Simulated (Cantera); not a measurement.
Input (Python, Cantera) and output of one run.

```python
import numpy as np
import cantera as ct

gas_names = """
    N NO NO2 NO3 N2 N2O O O2 O3 Si SiN SiO SiO2 Si2 Si2N Si3
""".split()
cond_names = """
    Si(cr) Si(L) SiO2(Lqz) SiO2(hqz) SiO2(L) Si2N2O(s) Si3N4(a)
""".split()


# ... load() reads the species with a 1 bar reference pressure and builds the phases ...
atoms = {
    'Si': {'Si': 1},
    'N2O': {'N': 2, 'O': 1},
    'N2': {'N': 2},
}
top_T = {'Si2N2O(s)': 2100, 'Si3N4(a)': 2400}  # K; cautious upper limits of use, not melting points


# ... equilibrate(T, P, feed) seeds the gas with the atoms and calls Mixture.equilibrate('TP', solver="vcs", rtol=1e-11, max_steps=5000) ...
results = []
T = 1825  # K
P = 3.8  # Pa
for m in [0.25, 0.34, 0.44, 0.53, 0.63, 0.72, 0.82, 0.92, 1, 1.1, 1.2, 1.3]:
    feed = {'Si': 1, 'N2O': m, 'N2': 3.7}  # mol
    mix = equilibrate(T, P, feed)
    results.append((T, P, feed, dict(zip(mix.species_names, mix.species_moles))))
    x = sorted(zip(gas.X, gas.species_names), reverse=True)
    print(f"T = {T:g} K  P = {P:g} Pa  n(N2O) = {m:g} mol  gas = {mix.phase_moles(0):.4g} mol")
    print("   x: " + "  ".join(f"{s} {v:.3e}" for v, s in x if v > 0.001))
    print("   condensed (mol): " + ("  ".join(f"{mix.phase(i).name} {mix.phase_moles(i):.4g}"
          for i in range(1, mix.n_phases) if mix.phase_moles(i) > 1e-12) or "none"))
```

Output:

```
T = 1825 K  P = 3.8 Pa  n(N2O) = 0.25 mol  gas = 4.778 mol
   x: N2 8.263e-01  Si 1.197e-01  SiO 5.232e-02
   condensed (mol): Si(L) 0.1627
T = 1825 K  P = 3.8 Pa  n(N2O) = 0.34 mol  gas = 4.983 mol
   x: N2 8.104e-01  Si 1.197e-01  SiO 6.823e-02
   condensed (mol): Si(L) 0.04755
T = 1825 K  P = 3.8 Pa  n(N2O) = 0.44 mol  gas = 5.132 mol
   x: N2 8.064e-01  Si 1.066e-01  SiO 8.573e-02
   condensed (mol): none
T = 1825 K  P = 3.8 Pa  n(N2O) = 0.53 mol  gas = 5.225 mol
   x: N2 8.094e-01  SiO 1.014e-01  Si 8.822e-02
   condensed (mol): none
T = 1825 K  P = 3.8 Pa  n(N2O) = 0.63 mol  gas = 5.327 mol
   x: N2 8.127e-01  SiO 1.183e-01  Si 6.841e-02
   condensed (mol): none
T = 1825 K  P = 3.8 Pa  n(N2O) = 0.72 mol  gas = 5.418 mol
   x: N2 8.157e-01  SiO 1.329e-01  Si 5.108e-02
   condensed (mol): none
T = 1825 K  P = 3.8 Pa  n(N2O) = 0.82 mol  gas = 5.519 mol
   x: N2 8.189e-01  SiO 1.486e-01  Si 3.235e-02
   condensed (mol): none
T = 1825 K  P = 3.8 Pa  n(N2O) = 0.92 mol  gas = 5.62 mol
   x: N2 8.221e-01  SiO 1.637e-01  Si 1.417e-02
   condensed (mol): none
T = 1825 K  P = 3.8 Pa  n(N2O) = 1 mol  gas = 5.7 mol
   x: N2 8.246e-01  SiO 1.754e-01
   condensed (mol): none
T = 1825 K  P = 3.8 Pa  n(N2O) = 1.1 mol  gas = 5.705 mol
   x: N2 8.414e-01  SiO 1.581e-01
   condensed (mol): SiO2(L) 0.09683
T = 1825 K  P = 3.8 Pa  n(N2O) = 1.2 mol  gas = 5.705 mol
   x: N2 8.589e-01  SiO 1.406e-01
   condensed (mol): SiO2(L) 0.1965
T = 1825 K  P = 3.8 Pa  n(N2O) = 1.3 mol  gas = 5.706 mol
   x: N2 8.763e-01  SiO 1.231e-01
   condensed (mol): SiO2(L) 0.2961
```

These are equilibrium values from Cantera (NASA tables, ideal gas, pure condensed phases), not measurements of a reactor. The tables' values for SiN, SiO2 are old estimates; treat these amounts as uncertain. The tables hold silica as quartz up to 1696 K and as liquid above; real silica turns to tridymite and cristobalite and melts near 1996 K.
